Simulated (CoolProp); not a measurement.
Vapour-liquid equilibrium of toluene (1) + o-xylene (2) at 170.05 °C; x and y are mole fractions of (1).

Model: multi-fluid Helmholtz-energy mixture model, Lemmon 2006 and Zhou 2012; pair parameters Bell 2016, in CoolProp.

```csv
x,"bubble pressure, mixture model (MPa)","bubble pressure, Raoult's law (MPa)","y, mixture model","y, Raoult's law"
0.05,[?],0.2027,0.097,0.105
0.2,0.2355,0.2376,[?],0.357
0.35,0.2705,0.2726,[?],0.544
0.5,[?],0.3075,[?],0.689
0.65,0.3415,0.3425,[?],0.805
0.8,[?],0.3774,0.890,0.899
0.95,0.4122,0.4124,0.974,0.977
```

Q: Some entries are withheld; supply them.

A: 
- 0.05, bubble pressure, mixture model (MPa): 0.2018
- 0.2, y, mixture model: 0.341
- 0.35, y, mixture model: 0.528
- 0.5, bubble pressure, mixture model (MPa): 0.3060
- 0.5, y, mixture model: 0.675
- 0.65, y, mixture model: 0.793
- 0.8, bubble pressure, mixture model (MPa): 0.3768

The largest gap from Raoult's law is -0.9 % in bubble pressure, at x = 0.2. No azeotrope shows between x = 0.05 and 0.95.

Pair parameters are fitted to limited data, so mixtures are less certain than the pure fluids.
